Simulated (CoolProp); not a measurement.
Values from CoolProp's reference Helmholtz-energy equation of state, Tillner-Roth 1997.

**Question.** For CH2F2 (R32), give the phase and the cv (kJ/(kg K)), expansivity (1/kK), conductivity (mW/(m K)) at 435 K and 1.93 MPa; 435 K and 3.86 MPa.

**Answer.** 
- 435 K and 1.93 MPa: gas; cv 0.912, expansivity 2.88, conductivity 29.2
- 435 K and 3.86 MPa: gas; cv 0.942, expansivity 3.61, conductivity 31.8

Thermal conductivity comes from a separate model (Huber 2003), an estimate that may be off by 10 % or more.
